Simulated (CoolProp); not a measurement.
Model: reference Helmholtz-energy equation of state, Thol 2017, in CoolProp.

Problem. For octamethyltrisiloxane (MDM), give the phase and the Z, cv (kJ/(kg K)), speed of sound (m/s), expansivity (1/kK) at 301.85 °C and 216 kPa; 301.85 °C and 1510 kPa.

Solution. 
- 301.85 °C and 216 kPa: gas; Z 0.951, cv 2.06, speed of sound 137, expansivity 2.11
- 301.85 °C and 1510 kPa: supercritical; Z 0.459, cv 2.16, speed of sound 62.5, expansivity 31.1
